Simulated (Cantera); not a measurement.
Input: 1 mol CH3Cl, 2.8 mol F2, equilibrated at 3.45 Torr.

These are equilibrium values from Cantera (NASA tables, ideal gas, pure condensed phases), not measurements of a reactor. Candidate condensed phases: C, C6H6, C7H8, C8H18; 118 gas species. Rates play no part.

**Question.** What share of the C ends up in condensed phases as a function of T (K), at 2725, 2750, 2775, 2800, 2825, 2850, 2875, 2900?

**Answer.** 
```
T (K)  C condensed (%)           as
-----  ---------------  -----------
2725              70.0  C(graphite)
2750              67.8  C(graphite)
2775              64.6  C(graphite)
2800              60.1  C(graphite)
2825              54.0  C(graphite)
2850              45.6  C(graphite)
2875              34.5  C(graphite)
2900              19.7  C(graphite)
```
